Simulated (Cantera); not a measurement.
Charge: 1 mol Hg, 0.59 mol N2, at 975 K and 55.0 Pa.

These are equilibrium values from Cantera (NASA tables, ideal gas, pure condensed phases), not measurements of a reactor. Candidate condensed phases: Hg; 3 gas species. The numbers say what is thermodynamically allowed, not how fast it happens.

Q: What is the equilibrium state?

A: 
```
Property                             Result
--------------------------------  ---------
x(Hg)                                 0.629
x(N2)                                 0.371
gas amount                        1.590 mol
log10 activity of Hg(l) (absent)      -5.17
```
